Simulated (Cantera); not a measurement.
Catalytic stagnation flow on Pt

A jet of H₂ : O₂ : N₂ = 0.036 : 0.051 : 0.79 (molar parts), equivalence ratio 0.35 at 300 K and 0.0220 bar hits a platinum plate 3.4 cm away at a mass flux of 0.035 kg/m²/s; the plate temperature is set and raised in steps from an oxygen-covered start.

Model: Deutschmann's 1995 Pt surface mechanism with GRI-Mech 3.0 gas chemistry, integrated in Cantera. Catalytic surfaces can have several steady states; this one follows from the mechanism file's or the stated starting coverage.

| plate T (K) | wall x H₂ | wall x O₂ | wall x H₂O | wall x OH | θ free Pt | θ O* | θ OH* |
|---|---|---|---|---|---|---|---|
| 500 | 0.00307 | 0.0176 | 0.0743 | <1e-8 | 0.256 | 0.721 | 0.0224 |
| 550 | 0.00307 | 0.0177 | 0.0736 | <1e-8 | 0.270 | 0.717 | 0.0127 |
| 600 | 0.00308 | 0.0178 | 0.0731 | <1e-8 | 0.284 | 0.708 | 0.00787 |
| 650 | 0.00308 | 0.0179 | 0.0726 | <1e-8 | 0.296 | 0.698 | 0.00519 |
| 700 | 0.00309 | 0.0180 | 0.0722 | <1e-8 | 0.309 | 0.687 | 0.00363 |
| 750 | 0.00307 | 0.0181 | 0.0718 | <1e-8 | 0.324 | 0.674 | 0.00267 |
| 800 | 0.00299 | 0.0180 | 0.0716 | <1e-8 | 0.347 | 0.651 | 0.00204 |
| 850 | 0.00279 | 0.0179 | 0.0717 | 1.96e-8 | 0.386 | 0.612 | 0.00162 |
x: mole fraction at the wall; θ: surface coverage.
